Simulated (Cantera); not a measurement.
Charge: 1 mol Cu, 2.1 mol CO, held at 1348 K and 22.0 bar.

Equilibrium computed with Cantera from the NASA thermochemical tables; the gas is ideal and each condensed phase is pure. Candidate condensed phases: C, Cu, CuO, Cu2O; 15 gas species. Equilibrium is a limit: real reactors are often held back by kinetics, nucleation or transport.

Base state: CO 0.942, CO2 0.0582 (mole fractions); condensed: C(graphite) + Cu(s).

### Question
What changes in the equilibrium state with this change: pressure from 22.0 bar to 1 atm?

### Answer
```csv
species,before,after
CO,0.942,0.997
CO2,0.0582,0.00300
"C(graphite), mol",0.115,0.00629
"Cu(s), mol",1.00,1.000
```
